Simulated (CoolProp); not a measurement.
Vapour-liquid equilibrium of nitrogen (1) + carbon monoxide (2) at 80.6 K; x and y are mole fractions of (1).

Model: multi-fluid Helmholtz-energy mixture model, Span 2000 and Lemmon 2006; pair parameters Gernert 2013, in CoolProp.

### Question
Give the bubble pressure and the first vapour's composition at x = 0.05, 0.45, 0.95. Is there an azeotrope?

### Answer
x = 0.05: 0.09322 MPa, y = 0.083; x = 0.45: 0.1186 MPa, y = 0.571; x = 0.95: 0.1440 MPa, y = 0.964. No azeotrope shows between x = 0.05 and 0.95.

The pair parameters rest on a limited set of measurements; away from them the model extrapolates.
